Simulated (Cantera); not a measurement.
An adiabatic, constant-volume homogeneous reactor starts with H2 : O2 : N2 : H2O = 1 : 1.06 : 4 : 1 (molar parts), at 1600 K and 5.00 bar.

Cantera simulation using GRI-Mech 3.0 (53 species, 325 reactions); the numbers are that mechanism's predictions, not measurements. The hydrogen kinetics of GRI-Mech 3.0 are dated; newer H2 mechanisms differ, most at raised pressure.

x: mole fraction; the columns are a selection and need not sum to one.

| t (s) | T (K) | P (bar) | x H2 | x O2 | x H2O | x NO | x NO2 | x H2O2 |
|---|---|---|---|---|---|---|---|---|
| 2.00e-6 | 1612 | 5.03 | 0.136 | 0.147 | 0.146 | 2.19e-9 | 4.15e-12 | 9.53e-6 |
| 5.34e-6 | 2483 | 7.32 | 0.00875 | 0.0808 | 0.279 | 3.18e-5 | (withheld) | 1.78e-6 |
| 1.43e-5 | 2600 | 7.61 | 0.00358 | 0.0814 | 0.291 | 9.35e-5 | (withheld) | 1.98e-6 |
| 3.81e-5 | 2601 | 7.61 | 0.00354 | 0.0814 | 0.291 | 0.000239 | (withheld) | 1.99e-6 |
| 0.000102 | 2600 | 7.61 | 0.00353 | 0.0812 | 0.291 | 0.000624 | (withheld) | 1.98e-6 |
| 0.000271 | 2598 | 7.60 | 0.00352 | 0.0807 | 0.291 | 0.00161 | (withheld) | 1.97e-6 |
| 0.000725 | 2594 | 7.59 | 0.00348 | 0.0796 | 0.291 | 0.00398 | (withheld) | 1.94e-6 |
| 0.00194 | 2586 | 7.56 | 0.00341 | 0.0775 | 0.291 | 0.00845 | (withheld) | 1.88e-6 |
| 0.00517 | 2578 | 7.54 | 0.00334 | 0.0755 | 0.292 | 0.0127 | 1.72e-5 | 1.82e-6 |
| 0.0138 | 2576 | 7.53 | 0.00332 | 0.0751 | 0.292 | 0.0137 | 1.84e-5 | 1.81e-6 |
| 0.0368 | 2576 | 7.53 | 0.00332 | 0.0751 | 0.292 | 0.0137 | 1.85e-5 | 1.81e-6 |
| 0.0984 | 2576 | 7.53 | 0.00332 | 0.0751 | 0.292 | 0.0137 | 1.85e-5 | 1.81e-6 |
| 0.263 | 2576 | 7.53 | 0.00332 | 0.0751 | 0.292 | 0.0137 | 1.85e-5 | 1.81e-6 |
| 0.701 | 2576 | 7.53 | 0.00332 | 0.0751 | 0.292 | 0.0137 | 1.85e-5 | 1.81e-6 |
| 1.87 | 2576 | 7.53 | 0.00332 | 0.0751 | 0.292 | 0.0137 | 1.85e-5 | 1.81e-6 |
| 5.00 | 2576 | 7.53 | 0.00332 | 0.0751 | 0.292 | 0.0137 | 1.85e-5 | 1.81e-6 |

Problem. What belongs in the gaps?

Solution. 
- 5.34e-6, x NO2: 5.47e-8
- 1.43e-5, x NO2: 1.29e-7
- 3.81e-5, x NO2: 3.29e-7
- 0.000102, x NO2: 8.58e-7
- 0.000271, x NO2: 2.22e-6
- 0.000725, x NO2: 5.45e-6
- 0.00194, x NO2: 1.15e-5
